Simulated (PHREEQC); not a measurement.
A solution holds 0.0051 mol/kgw NaHS, 0.00097 mol/kgw NaHCO3, 0.0012 mol/kgw MnCl2 and 0.00075 mol/kgw KOH, at 40 °C. Closed to the air; pH follows from the charge balance.

The numbers come from PHREEQC with the ion-association model, wateq4f.dat.

This is a speciation only: nothing precipitates in the calculation.

Task: Order these C species by the share of C that they hold, largest first: MnHCO3+, HCO3-, NaCO3-, MnCO3, CO3-2.

Result: MnCO3 (65 %), HCO3- (30 %), CO3-2 (3.5 %), MnHCO3+ (0.92 %), NaCO3- (0.55 %)

Task: Order these Mn species by the share of Mn that they hold, largest first: MnCO3, MnHCO3+, Mn+2, MnCl+, MnOH+.

Result: MnCO3 (53 %), Mn+2 (42 %), MnOH+ (3.9 %), MnHCO3+ (0.74 %), MnCl+ (0.28 %)

The pH is 9.17 and the ionic strength 0.00843 mol/kgw. Examples of supersaturated solids here: Rhodochrosite. Others may be too. Constants without temperature data keep their 25 °C values here. The polysulfide entries of wateq4f.dat were taken out for this run.
